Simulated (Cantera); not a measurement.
A closed system holds: 1 mol C₂H₆, 7.9 mol H₂, 40 mol N₂, equilibrated at 1173.15 K.

Method: chemical equilibrium by Gibbs-energy minimisation in Cantera with the NASA 1993 tables (ideal gas, pure condensed phases). Candidate condensed phases: C, C₆H₆, C₇H₈, C₈H₁₈; 92 gas species. The ideal-gas law is rough above about 30 bar. Equilibrium is a limit: real reactors are often held back by kinetics, nucleation or transport.

x: gas mole fraction; n: condensed amount in mol.

```
P (Pa)     x N₂   x H₂    x CH₄     x NH₃    x HCN    x C₂H₆      x H  n C(graphite)
--------  -----  -----  -------  --------  -------  --------  -------  -------------
10        0.786  0.214  8.91e-8   1.91e-9  2.25e-5    <1e-12  5.47e-6           2.00
100       0.786  0.214        ?         ?  2.25e-5    <1e-12        ?           2.00
1000      0.786  0.214  8.91e-6   1.91e-7  2.25e-5    <1e-12  5.47e-7           2.00
10000     0.786  0.214  8.90e-5   1.91e-6  2.25e-5  2.41e-11  1.73e-7           1.99
100000    0.787  0.213        ?         ?  2.25e-5         ?        ?           1.95
1000000   0.792  0.200  0.00777  0.000173  2.19e-5   1.97e-7  1.67e-8           1.61
10000000  0.817  0.142   0.0394   0.00106  1.88e-5   7.09e-6  4.46e-9         0.0706
```

Complete the blanks.


- 100000, x CH₄: 0.000878
- 100000, x NH₃: 1.89e-5
- 100000, x C₂H₆: 2.36e-9
- 100000, x H: 5.45e-8
- 100, x CH₄: 8.91e-7
- 100, x NH₃: 1.91e-8
- 100, x H: 1.73e-6
